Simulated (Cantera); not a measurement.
Input: 1 mol Si3N4, 7.7 mol HCl, 0.66 mol N2, equilibrated at 952 °C and 1000 Pa.

Equilibrium computed with Cantera from the NASA thermochemical tables; the gas is ideal and each condensed phase is pure. Candidate condensed phases: NH4Cl, Si, Si3N4; 28 gas species. The tables' values for SiCl3 are old estimates; treat these amounts as uncertain. Kinetics and transport are ignored.

Base state: HCl 0.486, H2 0.233, N2 0.162, SiCl4 0.109, SiCl3 0.00620, SiCl2 0.00278, SiHCl3 0.00163 (mole fractions); condensed: Si3N4(s).

Q: What changes in the equilibrium state with this change: temperature from 952 °C to 1752 °C?

A: 
```csv
species,before,after
H2,0.233,0.272
SiCl2,0.00278,0.269
N2,0.162,0.253
HCl,0.486,0.177
SiCl4,0.109,1.53e-5
H,1.50e-6,0.0100
Si,<1e-9,0.00582
SiCl,<1e-9,0.00523
SiH,<1e-9,0.000194
"Si3N4(s), mol",0.677,0
"Si(l), mol",0,0.0238
```
The tables' values for SiCl, SiCl3, SiN are old estimates; treat these amounts as uncertain. Gases not in the tables: Si2H6 and higher silanes.
